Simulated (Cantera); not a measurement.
A freely propagating, adiabatic, planar premixed flame of 17.4 % H2, 17.4 % O2, 65.3 % N2, unburnt at 673 K and 1.00 atm; multicomponent+Soret transport, grid criteria slope 0.08 and curve 0.16, no radiation.

Model: the H2/O2 subset of GRI-Mech 3.0, which has no nitrogen chemistry, integrated in Cantera. Burning velocities carry a grid error of a few per cent, more on coarse grids. Lean hydrogen flames are cellular in practice and burn faster than this planar one.

x: mole fraction of selected species; z is measured from the peak of heat release.

```json
[
 {"z (mm)": "-1.30", "T (K)": "673", "u (m/s)": "4.26", "x H2": "0.174", "x O2": "0.174", "x H2O": "<1e-8", "x HO2": "<1e-8", "x H": "<1e-8", "x OH": "<1e-8"},
 {"z (mm)": "-0.868", "T (K)": "673", "u (m/s)": "4.26", "x H2": "0.174", "x O2": "0.174", "x H2O": "1.86e-8", "x HO2": "<1e-8", "x H": "<1e-8", "x OH": "<1e-8"},
 {"z (mm)": "-0.651", "T (K)": "673", "u (m/s)": "4.25", "x H2": "0.173", "x O2": "0.174", "x H2O": "2.35e-7", "x HO2": "1.16e-7", "x H": "<1e-8", "x OH": "<1e-8"},
 {"z (mm)": "-0.434", "T (K)": "673", "u (m/s)": "4.25", "x H2": "0.171", "x O2": "0.174", "x H2O": "1.60e-5", "x HO2": "9.09e-6", "x H": "4.62e-7", "x OH": "___"},
 {"z (mm)": "-0.217", "T (K)": "717", "u (m/s)": "4.43", "x H2": "0.151", "x O2": "0.176", "x H2O": "0.00385", "x HO2": "0.000250", "x H": "0.000280", "x OH": "___"},
 {"z (mm)": "-0.108", "T (K)": "911", "u (m/s)": "5.50", "x H2": "0.115", "x O2": "0.170", "x H2O": "0.0276", "x HO2": "0.000176", "x H": "0.00330", "x OH": "___"},
 {"z (mm)": "0", "T (K)": "1218", "u (m/s)": "7.24", "x H2": "0.0595", "x O2": "0.140", "x H2O": "0.0869", "x HO2": "0.000104", "x H": "0.0120", "x OH": "___"},
 {"z (mm)": "0.108", "T (K)": "1450", "u (m/s)": "8.57", "x H2": "0.0221", "x O2": "0.109", "x H2O": "0.139", "x HO2": "6.59e-5", "x H": "0.0155", "x OH": "___"},
 {"z (mm)": "0.217", "T (K)": "1578", "u (m/s)": "9.29", "x H2": "0.0113", "x O2": "0.0983", "x H2O": "0.157", "x HO2": "4.86e-5", "x H": "0.0127", "x OH": "___"},
 {"z (mm)": "0.434", "T (K)": "1707", "u (m/s)": "10.0", "x H2": "0.00709", "x O2": "0.0945", "x H2O": "0.168", "x HO2": "3.33e-5", "x H": "0.00739", "x OH": "___"},
 {"z (mm)": "0.868", "T (K)": "1812", "u (m/s)": "10.6", "x H2": "0.00437", "x O2": "0.0938", "x H2O": "0.176", "x HO2": "2.03e-5", "x H": "0.00317", "x OH": "___"},
 {"z (mm)": "1.74", "T (K)": "1882", "u (m/s)": "10.9", "x H2": "0.00214", "x O2": "0.0941", "x H2O": "0.182", "x HO2": "1.04e-5", "x H": "0.000991", "x OH": "___"},
 {"z (mm)": "3.47", "T (K)": "1920", "u (m/s)": "11.1", "x H2": "0.000834", "x O2": "0.0947", "x H2O": "0.185", "x HO2": "4.63e-6", "x H": "0.000232", "x OH": "___"}
]
```

Question: Some entries are withheld; supply them.

Answer: 
- -0.434, x OH: 1.91e-8
- -0.217, x OH: 0.000116
- -0.108, x OH: 0.000726
- 0, x OH: 0.00314
- 0.108, x OH: 0.00692
- 0.217, x OH: 0.00883
- 0.434, x OH: 0.00966
- 0.868, x OH: 0.00885
- 1.74, x OH: 0.00680
- 3.47, x OH: 0.00448
